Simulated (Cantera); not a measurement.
Feed: 1 mol Cu, 1.2 mol F2, 0.62 mol H2, held at 57.0 Pa.

Cantera equilibrium calculation (NASA polynomials, part measured and part estimated; ideal gas, pure solids and liquids). Candidate condensed phases: Cu, CuF2; 15 gas species. The numbers say what is thermodynamically allowed, not how fast it happens.

Problem. At 1027 °C, list the 4 most abundant gas species with their mole fractions, and the condensed phases.

Solution. HF 0.554, CuF 0.375, CuF2 0.0714, Cu 3.31e-5. Condensed: gas only.
